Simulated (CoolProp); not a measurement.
Dimethyl carbonate along the isobar 26.8 bar: density (kg/m³) from the reference equation and from simpler models built on Tc = 283.9 °C, pc = 49.09 bar, ω = 0.346; each cubic takes its own stable root.

The numbers come from the reference Helmholtz-energy equation of state, Zhou 2011 in CoolProp.

| T (°C) | phase | reference | van der Waals | Redlich-Kwong | Soave-Redlich-Kwong | Peng-Robinson |
|---|---|---|---|---|---|---|
| 231.85 | liquid | 725.5 | 78.57 | 85.47 | 603.3 | 683.4 |
| 239.75 | liquid | 701.9 | 75.86 | 81.36 | 573.1 | 648.9 |
| 247.65 | gas | 80.66 | 73.41 | 77.88 | 79.97 | 82.42 |
| 255.55 | gas | 76.76 | 71.19 | 74.88 | 76.23 | 78.45 |
| 263.45 | gas | 73.50 | 69.16 | 72.22 | 73.05 | 75.09 |
| 271.45 | gas | 70.67 | 67.27 | 69.82 | 70.26 | 72.14 |
| 279.35 | gas | 68.22 | 65.53 | 67.68 | 67.82 | 69.57 |
| 287.25 | gas | 66.03 | 63.92 | 65.73 | 65.64 | 67.27 |
| 295.15 | gas | 64.06 | 62.40 | 63.94 | 63.66 | 65.19 |
| 303.05 | gas | 62.27 | 60.98 | 62.28 | 61.86 | 63.30 |
| 311.05 | gas | 60.60 | 59.63 | 60.73 | 60.18 | 61.55 |
| 318.95 | gas | 59.08 | 58.37 | 59.29 | 58.65 | 59.95 |
| 326.85 | gas | 57.67 | 57.17 | 57.95 | 57.23 | 58.46 |

At some of these states van der Waals, Redlich-Kwong gives the other phase, because its saturation line lies elsewhere.
